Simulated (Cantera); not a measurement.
Input (Python, Cantera) and output of one run.

```python
import numpy as np
import cantera as ct

gas_names = """
    Fe FeO O O2 O3 S SO SO2 SO3 S2 S2O S8
""".split()
cond_names = """
    Fe(a) Fe(c) Fe(d) Fe(L) FeO(s) FeO(L) FeS(a) FeS(b) FeS(c) FeS(L) FeSO4(s) FeS2(s) Fe2O3(s)
    Fe2S3O12(s) Fe3O4(s) S(cr1) S(cr2) S(L)
""".split()


# ... load() reads the species with a 1 bar reference pressure and builds the phases ...
atoms = {
    'FeS': {'Fe': 1, 'S': 1},
    'SO2': {'S': 1, 'O': 2},
    'O2': {'O': 2},
}
top_T = {'FeSO4(s)': 950, 'FeS2(s)': 1010, 'Fe2O3(s)': 1830, 'Fe2S3O12(s)': 1100, 'Fe3O4(s)': 1870}  # K; cautious upper limits of use, not melting points


# ... equilibrate(T, P, feed) seeds the gas with the atoms and calls Mixture.equilibrate('TP', solver="vcs", rtol=1e-11, max_steps=5000) ...
results = []
feed = {'FeS': 1, 'SO2': 0.33, 'O2': 3.2}  # mol
P = 1333.22  # Pa
for T in [1275, 1325, 1375, 1425, 1475, 1525, 1575, 1625, 1675]:
    mix = equilibrate(T, P, feed)
    results.append((T, P, feed, dict(zip(mix.species_names, mix.species_moles))))
    x = sorted(zip(gas.X, gas.species_names), reverse=True)
    print(f"T = {T:g} K  P = {P:g} Pa  gas = {mix.phase_moles(0):.4g} mol")
    print("   x: " + "  ".join(f"{s} {v:.3e}" for v, s in x if v > 0.001))
    print("   condensed (mol): " + ("  ".join(f"{mix.phase(i).name} {mix.phase_moles(i):.4g}"
          for i in range(1, mix.n_phases) if mix.phase_moles(i) > 1e-12) or "none"))
```

Output:

```
T = 1275 K  P = 1333.22 Pa  gas = 2.772 mol
   x: O2 5.202e-01  SO2 4.740e-01  SO3 5.741e-03
   condensed (mol): Fe2O3(s) 0.5
T = 1325 K  P = 1333.22 Pa  gas = 2.774 mol
   x: O2 5.206e-01  SO2 4.753e-01  SO3 4.086e-03
   condensed (mol): Fe2O3(s) 0.5
T = 1375 K  P = 1333.22 Pa  gas = 2.776 mol
   x: O2 5.209e-01  SO2 4.761e-01  SO3 2.981e-03
   condensed (mol): Fe2O3(s) 0.5
T = 1425 K  P = 1333.22 Pa  gas = 2.777 mol
   x: O2 5.210e-01  SO2 4.767e-01  SO3 2.224e-03
   condensed (mol): Fe2O3(s) 0.5
T = 1475 K  P = 1333.22 Pa  gas = 2.778 mol
   x: O2 5.212e-01  SO2 4.771e-01  SO3 1.692e-03
   condensed (mol): Fe2O3(s) 0.5
T = 1525 K  P = 1333.22 Pa  gas = 2.862 mol
   x: O2 5.352e-01  SO2 4.635e-01  SO3 1.291e-03
   condensed (mol): Fe3O4(s) 0.3333
T = 1575 K  P = 1333.22 Pa  gas = 2.862 mol
   x: O2 5.352e-01  SO2 4.637e-01  SO3 1.017e-03
   condensed (mol): Fe3O4(s) 0.3333
T = 1625 K  P = 1333.22 Pa  gas = 2.862 mol
   x: O2 5.352e-01  SO2 4.638e-01
   condensed (mol): Fe3O4(s) 0.3333
T = 1675 K  P = 1333.22 Pa  gas = 2.863 mol
   x: O2 5.352e-01  SO2 4.639e-01
   condensed (mol): Fe3O4(s) 0.3333
```

Cantera equilibrium calculation (NASA polynomials, part measured and part estimated; ideal gas, pure solids and liquids).
